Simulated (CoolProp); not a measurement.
Saturated liquid density (kg/m³) of carbon monoxide: the reference equation beside estimates from Tc = 132.9 K, pc = 3.498 MPa, ω = 0.050. Rackett uses Z = 0.29056 − 0.08775 ω.

Model: reference Helmholtz-energy equation of state, Lemmon 2006, in CoolProp. It is a short technical equation, of lower accuracy than the large ones.

```
T (K)  reference  Rackett  van der Waals  Redlich-Kwong  Soave-Redlich-Kwong  Peng-Robinson
-----  ---------  -------  -------------  -------------  -------------------  -------------
84.6       780.1    790.8          532.7          780.4                776.9          878.2
87.5       767.0    777.9          523.9          765.1                762.2          862.2
90.3       753.9    765.1          515.1          749.6                747.5          845.9
93.2       740.0    751.5          505.6          732.8                731.4          828.2
96         726.1    737.8          496.1          715.9                715.2          810.1
98.9       711.2    723.1          485.8          697.5                697.5          790.3
101.8      695.7    707.9          475.0          678.1                678.7          769.3
104.6      680.0    692.5          464.1          658.4                659.6          747.7
107.5      662.9    675.7          452.1          636.8                638.5          723.8
110.3      645.5    658.6          439.8          614.6                616.8          699.1
113.2      626.3    639.8          426.2          590.1                592.7          671.4
116.1      605.6    619.4          411.5          563.7                566.6          641.2
118.9      583.8    598.0          396.0          535.9                539.1          609.3
121.8      558.6    573.2          378.2          504.2                507.4          572.3
124.6      530.9    545.7          358.6          469.7                472.8          531.6
```

Absolute difference from the reference over all 15 rows, mean and median: Rackett 1.9 and 1.8 %, van der Waals 31.9 and 31.8 %, Redlich-Kwong 4.1 and 3.2 %, Soave-Redlich-Kwong 4.0 and 3.0 %, Peng-Robinson 8.7 and 10.0 %.
